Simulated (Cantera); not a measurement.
A closed system holds: 1 mol Fe₃O₄, a varied amount of C, 7.5 mol H₂, held at 1.00 bar.

Points: T (K) = 1175, 1275, 1375, 1475, 1575, 1675, 1775, 1875, 1975, 2075, 2175, 2275, 2375, 2475; n(C) (mol) = 0.32, 0.39, 0.48, 0.59, 0.72, 0.88, 1.1, 1.3.

Cantera's Mixture.equilibrate('TP', solver="vcs", rtol=1e-11, max_steps=5000) on the NASA tables stopped like this:

```
ERROR: FAILURE its = 5001!

*******************************************************************************
CanteraError thrown by MultiPhase::equilibrate:
VCS solver failed. Return code: -1
*******************************************************************************
```

Task: What got this run through?

Result: This is not unique; one that fits is The failure is numerical, not chemical. The same input converged with solver="gibbs", rtol=1e-10, max_steps=50000, and the result passed a check of the equilibrium conditions:
```
   1175       0.32  Fe(a) + FeO(s)
   1175       0.39  Fe(a) + FeO(s)
   1175       0.48  Fe(a) + FeO(s)
   1175       0.59  Fe(a) + FeO(s)
   1175       0.72  Fe(a) + FeO(s)
   1175       0.88  Fe(a) + FeO(s)
   1175        1.1  Fe(a) + FeO(s)
   1175        1.3  Fe(a) + FeO(s)
   1275       0.32  Fe(c) + FeO(s)
   1275       0.39  Fe(c) + FeO(s)
   1275       0.48  Fe(c) + FeO(s)
   1275       0.59  Fe(c) + FeO(s)
   1275       0.72  Fe(c) + FeO(s)
   1275       0.88  Fe(c) + FeO(s)
   1275        1.1  Fe(c) + FeO(s)
   1275        1.3  Fe(c) + FeO(s)
   1375       0.32  Fe(c) + FeO(s)
   1375       0.39  Fe(c) + FeO(s)
   1375       0.48  Fe(c) + FeO(s)
   1375       0.59  Fe(c) + FeO(s)
   1375       0.72  Fe(c) + FeO(s)
   1375       0.88  Fe(c) + FeO(s)
   1375        1.1  Fe(c) + FeO(s)
   1375        1.3  Fe(c) + FeO(s)
   1475       0.32  Fe(c) + FeO(s)
   1475       0.39  Fe(c) + FeO(s)
   1475       0.48  Fe(c) + FeO(s)
   1475       0.59  Fe(c) + FeO(s)
   1475       0.72  Fe(c) + FeO(s)
   1475       0.88  Fe(c) + FeO(s)
   1475        1.1  Fe(c) + FeO(s)
   1475        1.3  Fe(c) + FeO(s)
   1575       0.32  Fe(c) + FeO(s)
   1575       0.39  Fe(c) + FeO(s)
   1575       0.48  Fe(c) + FeO(s)
   1575       0.59  Fe(c) + FeO(s)
   1575       0.72  Fe(c) + FeO(s)
   1575       0.88  Fe(c) + FeO(s)
   1575        1.1  Fe(c) + FeO(s)
   1575        1.3  Fe(c) + FeO(s)
   1675       0.32  Fe(d) + FeO(L)
   1675       0.39  Fe(d) + FeO(L)
   1675       0.48  Fe(d) + FeO(L)
   1675       0.59  Fe(d) + FeO(L)
   1675       0.72  Fe(d) + FeO(L)
   1675       0.88  Fe(d) + FeO(L)
   1675        1.1  Fe(d) + FeO(L)
   1675        1.3  Fe(d) + FeO(L)
   1775       0.32  Fe(d) + FeO(L)
   1775       0.39  Fe(d) + FeO(L)
   1775       0.48  Fe(d) + FeO(L)
   1775       0.59  Fe(d) + FeO(L)
   1775       0.72  Fe(d) + FeO(L)
   1775       0.88  Fe(d) + FeO(L)
   1775        1.1  Fe(d) + FeO(L)
   1775        1.3  Fe(d) + FeO(L)
   1875       0.32  Fe(L) + FeO(L)
   1875       0.39  Fe(L) + FeO(L)
   1875       0.48  Fe(L) + FeO(L)
   1875       0.59  Fe(L) + FeO(L)
   1875       0.72  Fe(L) + FeO(L)
   1875       0.88  Fe(L) + FeO(L)
   1875        1.1  Fe(L) + FeO(L)
   1875        1.3  Fe(L) + FeO(L)
   1975       0.32  Fe(L) + FeO(L)
   1975       0.39  Fe(L) + FeO(L)
   1975       0.48  Fe(L) + FeO(L)
   1975       0.59  Fe(L) + FeO(L)
   1975       0.72  Fe(L) + FeO(L)
   1975       0.88  Fe(L) + FeO(L)
   1975        1.1  Fe(L) + FeO(L)
   1975        1.3  Fe(L) + FeO(L)
   2075       0.32  Fe(L) + FeO(L)
   2075       0.39  Fe(L) + FeO(L)
   2075       0.48  Fe(L) + FeO(L)
   2075       0.59  Fe(L) + FeO(L)
   2075       0.72  Fe(L) + FeO(L)
   2075       0.88  Fe(L) + FeO(L)
   2075        1.1  Fe(L) + FeO(L)
   2075        1.3  Fe(L) + FeO(L)
   2175       0.32  Fe(L) + FeO(L)
   2175       0.39  Fe(L) + FeO(L)
   2175       0.48  Fe(L) + FeO(L)
   2175       0.59  Fe(L) + FeO(L)
   2175       0.72  Fe(L) + FeO(L)
   2175       0.88  Fe(L) + FeO(L)
   2175        1.1  Fe(L) + FeO(L)
   2175        1.3  Fe(L) + FeO(L)
   2275       0.32  Fe(L) + FeO(L)
   2275       0.39  Fe(L) + FeO(L)
   2275       0.48  Fe(L) + FeO(L)
   2275       0.59  Fe(L) + FeO(L)
   2275       0.72  Fe(L) + FeO(L)
   2275       0.88  Fe(L) + FeO(L)
   2275        1.1  Fe(L) + FeO(L)
   2275        1.3  Fe(L) + FeO(L)
   2375       0.32  Fe(L) + FeO(L)
   2375       0.39  Fe(L) + FeO(L)
   2375       0.48  Fe(L) + FeO(L)
   2375       0.59  Fe(L) + FeO(L)
   2375       0.72  Fe(L) + FeO(L)
   2375       0.88  Fe(L) + FeO(L)
   2375        1.1  Fe(L) + FeO(L)
   2375        1.3  Fe(L) + FeO(L)
   2475       0.32  Fe(L) + FeO(L)
   2475       0.39  Fe(L) + FeO(L)
   2475       0.48  Fe(L) + FeO(L)
   2475       0.59  Fe(L) + FeO(L)
   2475       0.72  Fe(L) + FeO(L)
   2475       0.88  Fe(L) + FeO(L)
   2475        1.1  Fe(L) + FeO(L)
   2475        1.3  Fe(L) + FeO(L)
```

The gas is ideal and each condensed phase is pure. Each liquid is taken as pure. Mutual solubility and eutectic melting of coexisting phases are not modelled. The tables' stoichiometric FeO is somewhat more stable than real wüstite, so its field is too wide. FeO: taken at fixed stoichiometry.
